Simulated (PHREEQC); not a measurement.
## Leach liquor: an equilibrium model

Make-up at 25 °C: 0.35 mol/kgw HCl, 0.025 mol/kgw FeSO4 and 0.0088 mol/kgw MnSO4. Closed to the air; pH follows from the charge balance.

The numbers come from PHREEQC with the ion-association model, wateq4f.dat.

Precipitation was switched off in this run.

Task: Estimate the pH.

Result: pH 0.61.

Task: In which forms is Mn present?

Result: Mn+2 71 %, MnCl+ 25 %, MnSO4 2.4 %, MnCl2 1.6 % of the Mn.
